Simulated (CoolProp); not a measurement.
Vapour-liquid equilibrium of o-xylene (1) + n-decane (2) at 87.25 °C; x and y are mole fractions of (1).

Values from CoolProp's multi-fluid Helmholtz-energy mixture model, Zhou 2012 and Lemmon 2006; pair parameters Bell 2016.

| x | bubble pressure (MPa) | y at the bubble point | dew pressure at overall composition x (MPa) | liquid density (mol/L) |
|---|---|---|---|---|
| 0.05 | 0.006184 | 0.134 | 0.005825 | 4.863 |
| 0.2 | 0.007868 | 0.426 | 0.006496 | 5.185 |
| 0.35 | 0.009557 | 0.615 | 0.007345 | 5.545 |
| 0.5 | 0.01123 | 0.747 | 0.008451 | 5.950 |
| 0.65 | 0.01290 | 0.845 | 0.009948 | 6.407 |
| 0.8 | 0.01455 | 0.921 | 0.01208 | 6.928 |
| 0.95 | 0.01620 | 0.982 | 0.01529 | 7.526 |

No azeotrope shows between x = 0.05 and 0.95.

Pair parameters are fitted to limited data, so mixtures are less certain than the pure fluids.
